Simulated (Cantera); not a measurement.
A closed system holds: 1 mol SiH2Cl2, 0.46 mol HCl, 2.9 mol H2, equilibrated at 1725 K and 0.160 bar.

Method: chemical equilibrium by Gibbs-energy minimisation in Cantera with the NASA 1993 tables (ideal gas, pure condensed phases). Candidate condensed phases: Si; 19 gas species. The tables' values for SiCl3, SiCl are old estimates; treat these amounts as uncertain. Gases not in the tables: Si2H6 and higher silanes. Rates play no part.

Base state: H2 0.692, HCl 0.164, SiCl2 0.134, SiCl3 0.00756, SiCl4 0.000795, SiHCl3 0.000694, H 0.000386, SiH2Cl2 0.000107 (mole fractions); condensed: Si(l).

Question: What changes in the equilibrium state with this change: SiH2Cl2 replaced by SiH4?

Answer: 
| species | before | after |
|---|---|---|
| H2 | 0.692 | 0.927 |
| HCl | 0.164 | 0.0590 |
| SiCl2 | 0.134 | 0.0130 |
| SiCl4 | 0.000795 | 7.40e-6 |
| SiCl3 | 0.00756 | 0.000226 |
| SiHCl3 | 0.000694 | 2.41e-5 |
| SiH2Cl2 | 0.000107 | 1.38e-5 |
| Si(l), mol | 0.234 | 0.929 |
